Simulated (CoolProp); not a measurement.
c-C4F8 (RC318) along the isotherm 120.35 °C: density (kg/m³) from the reference equation and from simpler models built on Tc = 115.2 °C, pc = 2.778 MPa, ω = 0.355; each cubic takes its own stable root.

Computed with CoolProp (reference Helmholtz-energy equation of state, Platzer 1990). This equation is an older, rougher fit; its heat capacities, sound speeds and derivatives of the liquid may be far off and weren't checked against measurements.

```json
[
 {"p (MPa)": "1.39", "phase": "gas", "reference": "103.9"},
 {"p (MPa)": "2.78", "phase": "supercritical", "reference": "341.0"},
 {"p (MPa)": "4.17", "phase": "supercritical", "reference": "981.7"},
 {"p (MPa)": "5.56", "phase": "supercritical", "reference": "1068"},
 {"p (MPa)": "6.94", "phase": "supercritical", "reference": "1118"},
 {"p (MPa)": "8.33", "phase": "supercritical", "reference": "1155"},
 {"p (MPa)": "9.72", "phase": "supercritical", "reference": "1185"},
 {"p (MPa)": "11.1", "phase": "supercritical", "reference": "1209"},
 {"p (MPa)": "12.5", "phase": "supercritical", "reference": "1231"},
 {"p (MPa)": "13.9", "phase": "supercritical", "reference": "1250"}
]
```

Q: How far does each simpler model (ideal gas, van der Waals, Redlich-Kwong, Soave-Redlich-Kwong, Peng-Robinson) lie from the reference over these 10 states: mean and median of the absolute difference, and the worst?

A: 
- ideal gas: mean 49.2 %, median 50.0 %, worst -74.0 % at 120.35 °C and 4.17 MPa
- van der Waals: mean 20.9 %, median 24.9 %, worst -26.7 % at 120.35 °C and 4.17 MPa
- Redlich-Kwong: mean 6.0 %, median 5.8 %, worst -13.2 % at 120.35 °C and 4.17 MPa
- Soave-Redlich-Kwong: mean 6.8 %, median 6.2 %, worst -14.6 % at 120.35 °C and 4.17 MPa
- Peng-Robinson: mean 3.7 %, median 3.2 %, worst +6.5 % at 120.35 °C and 13.9 MPa
